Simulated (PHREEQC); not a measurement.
Dissolve 0.18 mol/kgw ZnCl2 and 0.0058 mol/kgw BaCl2 at 41 °C. Closed to the air; pH follows from the charge balance.

All values are PHREEQC results (ion-association model, phreeqc.dat), not measurements.

This is a speciation only: nothing precipitates in the calculation.

**Question.** Predict the pH, density.

**Answer.** pH 4.83; density 1.014 g/cm³.

**Question.** In which forms is Cl present?

**Answer.** Cl- 82 %, ZnCl+ 12 %, ZnCl2 3.1 %, ZnCl3- 1.9 %, ZnCl4-2 0.9 % of the Cl.

At this temperature some constants are extrapolated from 25 °C, and those without enthalpy data are left unchanged.
